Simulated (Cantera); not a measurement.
A perfectly stirred reactor is fed with CH4 : H2 : O2 : N2 = 1 : 0.68 : 2.75 : 10.4 (molar parts), equivalence ratio 0.85, at 79000 Pa; it is adiabatic with a 625 K inlet, and is followed from long to short residence time, starting on the burning branch (τ in s: 0.045, 0.018, 0.0069, 0.0027, 0.001, 0.0004, 0.00016, 6.1e-05, 2.4e-05).

Computed with Cantera and GRI-Mech 3.0 (53 species, 325 reactions).

x: mole fraction; the columns are a selection and need not sum to one.

```tsv
τ (s)	T (K)	x CH4	x H2	x O2	x HCN	x CH2O	x CO
0.045	2273	3.74e-6	0.00281	0.0295	1.69e-7	[?]	0.00558
0.018	2255	8.02e-6	0.00347	0.0305	1.99e-7	[?]	0.00680
0.0069	2217	1.65e-5	0.00481	0.0320	2.15e-7	[?]	0.00910
0.0027	2158	3.24e-5	0.00684	0.0341	2.30e-7	[?]	0.0123
0.0010	2074	6.86e-5	0.00958	0.0370	2.64e-7	[?]	0.0161
0.00040	1983	0.000148	0.0123	0.0401	3.27e-7	[?]	0.0199
0.00016	1884	0.000354	0.0149	0.0444	4.47e-7	[?]	0.0245
6.1e-5	1773	0.00110	0.0180	0.0525	7.49e-7	[?]	0.0324
2.4e-5	625	0.0674	0.0459	0.185	<1e-12	<1e-12	<1e-12
```

### Question
Fill in the missing entries.

### Answer

- 0.045, x CH2O: 6.70e-7
- 0.018, x CH2O: 1.43e-6
- 0.0069, x CH2O: 2.87e-6
- 0.0027, x CH2O: 5.34e-6
- 0.0010, x CH2O: 1.03e-5
- 0.00040, x CH2O: 1.98e-5
- 0.00016, x CH2O: 4.20e-5
- 6.1e-5, x CH2O: 0.000110
